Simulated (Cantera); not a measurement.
Adiabatic ignition

An adiabatic, constant-pressure homogeneous reactor starts with CH4 : O2 : N2 = 1 : 1.67 : 6.27 (molar parts), equivalence ratio 1.2, at 1600 K and 2.96 atm.

Detailed kinetics in Cantera: GRI-Mech 3.0 (53 species, 325 reactions).

```csv
t (s),T (K),x CH4,x O2,x N2O,x HCO,x CH2O,x C2H4
2.00e-6,1600,0.112,0.187,6.16e-12,2.97e-12,1.21e-7,1.02e-10
7.76e-6,1600,0.112,0.187,6.87e-11,6.81e-11,2.32e-6,1.13e-8
3.01e-5,1600,0.112,0.187,6.75e-10,3.20e-9,5.65e-5,1.57e-6
0.000117,1611,0.108,0.185,7.43e-9,2.51e-7,0.00118,0.000188
0.000454,2884,<1e-12,0.00752,5.32e-7,1.84e-7,2.44e-9,<1e-12
0.00176,2876,<1e-12,0.00677,5.93e-7,1.84e-7,2.51e-9,<1e-12
0.00684,2876,<1e-12,0.00677,5.94e-7,1.84e-7,2.51e-9,<1e-12
0.0265,2876,<1e-12,0.00677,5.94e-7,1.84e-7,2.51e-9,<1e-12
0.103,2876,<1e-12,0.00677,5.94e-7,1.84e-7,2.51e-9,<1e-12
0.400,2876,<1e-12,0.00677,5.94e-7,1.84e-7,2.51e-9,<1e-12
```
x: mole fraction; the columns are a selection and need not sum to one.

```yaml
time_of_steepest_temperature_rise: 0.212 ms
temperature at 0.400 s: 2876 K
equilibrium_temperature: 2876 K
x(CH4) at 0.400 s: <1e-12 (gas-phase equilibrium <1e-12)
x(O2) at 0.400 s: 0.00677 (gas-phase equilibrium 0.00677)
x(N2O) at 0.400 s: 5.94e-7 (gas-phase equilibrium 5.94e-7)
```
